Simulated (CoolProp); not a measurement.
n-perfluorohexane along the isotherm 176.85 °C: fugacity coefficient from the reference equation and from simpler models built on Tc = 174.9 °C, pc = 1.742 MPa, ω = 0.497; each cubic takes its own stable root.

Model: reference Helmholtz-energy equation of state, Gao 2022, in CoolProp.

```
p (MPa)          phase  reference  van der Waals  Redlich-Kwong
-------  -------------  ---------  -------------  -------------
0.174              gas     0.9657         0.9707         0.9666
0.348              gas     0.9318         0.9416         0.9336
0.522              gas     0.8981         0.9125         0.9009
0.697              gas     0.8644         0.8833         0.8684
0.871              gas     0.8310         0.8541         0.8362
1.04               gas     0.7986         0.8257         0.8051
1.22               gas     0.7639         0.7950         0.7719
1.39               gas          …         0.7655         0.7403
1.57               gas     0.6949         0.7331         0.7061
1.74               gas     0.6590         0.7001         0.6719
1.92     supercritical     0.6134         0.6561         0.6279
2.09     supercritical     0.5732              …         0.5899
2.26     supercritical     0.5386         0.5864         0.5571
2.44     supercritical     0.5072         0.5570         0.5270
2.61     supercritical          …         0.5329         0.5022
```

Problem. Some entries are withheld; supply them.

Solution. 
- 1.39, reference: 0.7308
- 2.09, van der Waals: 0.6187
- 2.61, reference: 0.4813
